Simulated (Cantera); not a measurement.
Mixture: 21.0 % CH₃OH, 16.6 % O₂, 62.4 % N₂, at 760 Torr, adiabatic and at constant pressure. Ignition delay is the time to a rise of 400 K.

Cantera simulation using GRI-Mech 3.0 (53 species, 325 reactions); the numbers are that mechanism's predictions, not measurements. GRI-Mech 3.0 was tuned for natural gas; its chemistry of methanol as a main component is partial and can be far from experiment.

Predict: delay at 1025 K; delay at 1175 K; delay at 1325 K; delay at 1475 K; apparent activation energy between 1400 and 1550 K.

delay at 1025 K: 0.250 s
delay at 1175 K: 12.5 ms
delay at 1325 K: 1.28 ms
delay at 1475 K: 0.228 ms
apparent activation energy between 1400 and 1550 K: 180 kJ/mol
